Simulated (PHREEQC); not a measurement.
A column of 1 m (40 cells, dispersivity 0.05 m, 300 s a shift, diffusion coefficient 3e-10 m²/s) holds 0.033 eq of the database's cation exchanger X per kg of pore water, first in equilibrium with 0.45 mmol/kgw LiCl and 0.01 mmol/kgw HCl. It is flushed with 0.079 mol/kgw KCl and 1e-05 mol/kgw HCl, at 25 °C. Values are for the last cell. CO2 from the air is kept out. Nothing may precipitate in this run.

Base run: PHREEQC, ion-association model, phreeqc.dat. Each further column changes one thing. The table gives LiX on the exchanger (mol/kgw).

| pore volumes | base | exchange capacity from 0.033 to 0.017 eq/kgw | dispersivity from 0.05 to 0.1 m |
|---|---|---|---|
| 0 | 0.0330 | 0.0170 | 0.0330 |
| 0.4125 | 0.0330 | 0.0170 | 0.0330 |
| 0.8125 | 0.0330 | 0.0170 | 0.0330 |
| 1.113 | 0.0296 | 0.00158 | 0.0113 |
| 1.512 | 0.00135 | 0.000161 | 0.00130 |
| 1.913 | 0.000182 | 2.45e-5 | 0.000348 |
| 2.212 | 4.54e-5 | 6.04e-6 | 0.000145 |
| 2.612 | 7.16e-6 | 9.08e-7 | 4.73e-5 |
| 3.013 | 1.12e-6 | 1.33e-7 | 1.58e-5 |
